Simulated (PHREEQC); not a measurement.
Model water analysis in mg/kgw, 79 °C, pH 2.62, pe 11.9:

| constituent | mg/kgw |
|---|---|
| Na | 35.1 |
| K | 0.01 |
| Ca | 145 |
| Mg | 18.4 |
| Cl | 58 |
| S(6) as SO4 | 645 |
| Zn | 20.1 |
| Mn(2) | 0.0922 |
| Si as SiO2 | 0.0789 |
| B | 0.179 |

Cl is adjusted to close the charge balance.
Valence states are taken as typed.

The numbers come from PHREEQC with the ion-association model, wateq4f.dat.

This is a speciation only: nothing precipitates in the calculation.

Problem. Order these S species by the share of S that they hold, largest first: SO4-2, CaSO4, ZnSO4, MgSO4, HSO4-.

Solution. SO4-2 (50 %), HSO4- (30 %), CaSO4 (13 %), MgSO4 (5.1 %), ZnSO4 (1.2 %)

The pH is 2.62 and the ionic strength 0.0176 mol/kgw. At this temperature some constants are extrapolated from 25 °C, and those without enthalpy data are left unchanged.
